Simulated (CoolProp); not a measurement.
The fluid at 293.15 K and 0.319 MPa (stagnation) flows isentropically through a choked orifice. The same conditions are run with several fluids, on thermodynamics alone (safety and materials aside).

The numbers come from the reference Helmholtz-energy equation of state of each fluid (CH2F2 (R32): Tillner-Roth 1997; carbon monoxide: Lemmon 2006; normal hydrogen: Leachman 2009; chlorine: Thol 2021) in CoolProp.

```
fluid            throat to inlet pressure ratio  mass flux (kg/(m² s))  throat temperature (K)
---------------  ------------------------------  ---------------------  ----------------------
CH2F2 (R32)                          (withheld)             (withheld)              (withheld)
carbon monoxide                           0.528             (withheld)              (withheld)
normal hydrogen                      (withheld)                    199              (withheld)
chlorine                                  0.556                   1180                   252.7
```

### Question
Fill in the missing entries.

### Answer

- CH2F2 (R32), throat to inlet pressure ratio: 0.554
- CH2F2 (R32), mass flux (kg/(m² s)): 989
- CH2F2 (R32), throat temperature (K): 260.0
- carbon monoxide, mass flux (kg/(m² s)): 742
- carbon monoxide, throat temperature (K): 244.2
- normal hydrogen, throat to inlet pressure ratio: 0.525
- normal hydrogen, throat temperature (K): 242.9
